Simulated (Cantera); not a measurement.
**Reactions in the system F-Pb-S**

Cantera with NASA thermochemical tables; ideal gases at 1 bar, condensed phases pure. Values are per mole of reaction as written; species without (g) are pure solids or liquids, kept so even where they would boil at 1 bar.

PbF₂ + SF₆(g) ⇌ PbS(g) + 4 F₂(g)

| T (K) | ΔH° (kJ) | ΔS° (J/K) | ΔG° (kJ) | log10 K | condensed phases |
|---|---|---|---|---|---|
| 900 | 1995.3 | 604.2 | 1451.5 | -84.24 | PbF₂(s) |
| 950 | 1992.7 | 601.3 | 1421.4 | -78.15 | PbF₂(s) |
| 1000 | 1989.9 | 598.5 | 1391.4 | -72.68 | PbF₂(s) |
| 1050 | 1987.7 | 596.3 | 1361.5 | -67.73 | PbF₂(s) |
| 1100 | 1985.4 | 594.2 | 1331.8 | -63.24 | PbF₂(s) |
| 1150 | 1967.1 | 577.7 | 1302.8 | -59.17 | PbF₂(l) |
